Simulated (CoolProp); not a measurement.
Vapour-liquid equilibrium of acetone (1) + p-xylene (2) at 0.698 bar; x and y are mole fractions of (1).

The numbers come from the multi-fluid Helmholtz-energy mixture model, Lemmon 2006 and Zhou 2012; pair parameters Bell 2016 in CoolProp.

| x | bubble temperature, mixture model (°C) | bubble temperature, Raoult's law (°C) | y, mixture model | y, Raoult's law |
|---|---|---|---|---|
| 0.05 | 104.3 | 111.9 | 0.485 | 0.358 |
| 0.125 | 86.3 | 97.7 | 0.739 | 0.628 |
| 0.2 | 76.1 | 87.5 | 0.833 | 0.763 |
| 0.275 | 69.6 | 79.6 | 0.879 | 0.840 |
| 0.35 | 65.1 | 73.4 | 0.907 | 0.888 |
| 0.425 | 61.7 | 68.2 | 0.925 | 0.919 |
| 0.5 | 58.9 | 63.9 | 0.939 | 0.942 |
| 0.575 | 56.5 | 60.2 | 0.950 | 0.958 |
| 0.65 | 54.4 | 56.9 | 0.960 | 0.970 |
| 0.725 | 52.4 | 54.0 | 0.968 | 0.979 |
| 0.8 | 50.5 | 51.4 | 0.977 | 0.987 |
| 0.875 | 48.7 | 49.0 | 0.985 | 0.993 |
| 0.95 | 46.8 | 46.9 | 0.994 | 0.997 |

The largest gap from Raoult's law is -11.4 K in bubble temperature, at x = 0.2. No azeotrope shows between x = 0.05 and 0.95.

Pair parameters are fitted to limited data, so mixtures are less certain than the pure fluids.
